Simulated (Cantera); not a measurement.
Charge: 1 mol SiH₄, 0.054 mol C₃H₈, 3.2 mol H₂, at 2200 K and 1.33 mbar.

Cantera equilibrium calculation (NASA polynomials, part measured and part estimated; ideal gas, pure solids and liquids). Candidate condensed phases: C, C₆H₆, C₇H₈, C₈H₁₈, Si, SiC; 87 gas species. Gases not in the tables: Si₂H₆ and higher silanes. Kinetics and transport are ignored.

Base state: H₂ 0.741, H 0.133, Si 0.116, Si₂C 0.00680, SiH 0.00161, Si₂ 0.000777, SiC₂ 0.000731, C₂H₂ (acetylene) 0.000125 (mole fractions); condensed: SiC(s).

Problem. What changes in the equilibrium state with this change: SiH₄ replaced by Si(CH₃)₄?

Solution. 
```
species             before    after
----------------  --------  -------
H₂                   0.741    0.823
H                    0.133    0.140
Si                   0.116   0.0297
Si₃                6.36e-5  1.07e-6
C₂H₂ (acetylene)  0.000125  0.00211
C₂H                7.74e-7  1.24e-5
Si₂               0.000777  5.10e-5
SiC(s), mol          0.105    0.615
C(graphite), mol         0     3.42
```
